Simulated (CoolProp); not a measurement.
A single-stage vapour-compression cycle with R141b: evaporating at 282.15 K (dew point), condensing at 321.15 K (bubble point), superheat 0 K, subcooling 8 K, compressor efficiency 0.9, no pressure losses. Each further row changes one setting.

The numbers come from the reference Helmholtz-energy equation of state, Lemmon 2006 in CoolProp. It is a short technical equation, of lower accuracy than the large ones.

```
case                              cooling COP  pressure ratio  discharge temperature (K)  refrigerating effect (kJ/kg)  volumetric capacity (kJ/m³)
--------------------------------  -----------  --------------  -------------------------  ----------------------------  ---------------------------
as stated                                6.04            4.12                      328.4                           198                          420
evaporating temperature 287.15 K         7.17            3.35                      326.9                           201                          518
condensing temperature 316.15 K          7.05            3.52                      323.0                           204                          432
subcooling 13 K                          6.22            4.12                      328.4                           204                          432
superheat 10 K                           6.05            4.12                      338.8                           205                          420
compressor efficiency 0.8                5.37            4.12                      333.2                           198                          420
```
